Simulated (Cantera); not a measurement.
A Cantera script and what it prints.

```python
import numpy as np
import cantera as ct

gas_names = """
    H HO2 H2 H2O H2O2 O OH O2 O3 Si SiH SiH2 SiH3 SiH4 SiO SiO2 Si2 Si3
""".split()
cond_names = """
    H2O(s) H2O(L) Si(cr) Si(L) SiO2(Lqz) SiO2(hqz) SiO2(L)
""".split()


def load(file, names, dense=False):
    # The tables refer to 1 bar. Condensed volumes are neglected.
    table = {s.name: s for s in ct.Species.list_from_file(file)}
    out = []
    for n in names:
        d = dict(table[n].input_data)
        d["thermo"] = dict(d["thermo"], **{"reference-pressure": 1e5})
        if dense:
            d["equation-of-state"] = {"model": "constant-volume", "density": "1e6 g/cm^3"}
        out.append(ct.Species.from_dict(d))
    return out


gas = ct.Solution(thermo="ideal-gas", species=load("nasa_gas.yaml", gas_names))
cond = {s.name: ct.Solution(thermo="fixed-stoichiometry", species=[s], name=s.name)
        for s in load("nasa_condensed.yaml", cond_names, dense=True)}
atoms = {
    'Si': {'Si': 1},
    'O2': {'O': 2},
    'H2': {'H': 2},
}
top_T = {}  # K; cautious upper limits of use, not melting points


def equilibrate(T, P, feed):
    n = {}
    for name, mol in feed.items():
        for a, k in atoms[name].items():
            n[a] = n.get(a, 0.0) + k * mol
    gas.TPX = T, P, n
    mass = sum(n.values()) * gas.mean_molecular_weight
    gas.equilibrate("TP")
    valid = [c for c in cond.values() if c.min_temp <= T <= top_T.get(c.name, c.max_temp)]
    mix = ct.Mixture([(gas, mass / gas.mean_molecular_weight)] + [(c, 0.0) for c in valid])
    mix.T, mix.P = T, P
    mix.equilibrate("TP", solver="vcs", rtol=1e-11, max_steps=5000)
    return mix


results = []
feed = {'Si': 1, 'O2': 0.0018, 'H2': 4.2}  # mol
P = 10000  # Pa
for T in [1100, 1200, 1300, 1400, 1500, 1600, 1700, 1800, 1900, 2000]:
    mix = equilibrate(T, P, feed)
    results.append((T, P, feed, dict(zip(mix.species_names, mix.species_moles))))

top = {s: max(r[3][s] / sum(r[3][g] for g in gas_names) for r in results) for s in gas_names}
cols = sorted((s for s in top if top[s] > 1e-06), key=lambda s: -top[s])[:5]
seen = [c for c in cond_names if any(r[3].get(c, 0) > 1e-12 for r in results)]
print("log10 of partial pressures in bar; condensed amounts in mol")
print(f"{'T/K':>10s}" + "".join(f"{s[:9]:>10s}" for s in cols + seen))
for T, P, feed, n in results:
    ng = sum(n[g] for g in gas_names)
    print(f"{T:10.4g}" + "".join(f"{np.log10(max(n[s] / ng * P / 1e5, 1e-99)):10.3f}" for s in cols)
          + "".join(f"{n.get(c, 0):10.4g}" for c in seen))
```

Result:

```
log10 of partial pressures in bar; condensed amounts in mol
       T/K        H2         H       SiO        Si      SiH2    Si(cr)     Si(L) SiO2(hqz)
      1100    -1.000    -8.087    -7.637   -13.626    -9.881    0.9982         0  0.001799
      1200    -1.000    -7.205    -6.271   -11.858    -8.925    0.9982         0  0.001789
      1300    -1.000    -6.456    -5.118   -10.364    -8.117     0.998         0   0.00164
      1400    -1.000    -5.813    -4.135    -9.085    -7.424    0.9967         0 0.0002566
      1500    -1.000    -5.255    -4.068    -7.978    -6.825    0.9964         0         0
      1600    -1.000    -4.765    -4.067    -7.011    -6.301    0.9964         0         0
      1700    -1.001    -4.332    -4.067    -6.168    -5.849         0    0.9963         0
      1800    -1.001    -3.947    -4.068    -5.498    -5.525         0    0.9961         0
      1900    -1.002    -3.601    -4.068    -4.899    -5.236         0    0.9955         0
      2000    -1.003    -3.290    -4.069    -4.361    -4.977         0    0.9937         0
```

Method: chemical equilibrium by Gibbs-energy minimisation in Cantera with the NASA 1993 tables (ideal gas, pure condensed phases). Mutual solubility and eutectic melting of coexisting phases are not modelled. The tables hold silica as quartz up to 1696 K and as liquid above; real silica turns to tridymite and cristobalite and melts near 1996 K. Gases not in the tables: Si2H6 and higher silanes.
